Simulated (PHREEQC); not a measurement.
Make-up at 33 °C: 2.5 mol LiBr, 0.11 mol Na2SO4 and 2.7 mol LiCl per kg of water. Closed to the air; pH follows from the charge balance.

Computed with PHREEQC (Pitzer model, pitzer.dat).

The ionic strength comes out as 5.53 mol/kgw and the activity of water is 0.718. The density is 1.193 g/cm³. The osmotic coefficient is 1.714.

```csv
species,molality,activity,log γ
Li+,5.20,44.1,0.928
Cl-,2.70,1.65,-0.213
Br-,2.50,2.01,-0.095
Na+,0.220,0.806,0.564
SO4-2,0.110,0.000531,-2.316
OH-,4.07e-7,2.65e-8,-1.185
HSO4-,3.63e-7,3.12e-8,-1.066
H+,4.41e-8,4.92e-7,1.047
```

Precipitation was switched off in this run.
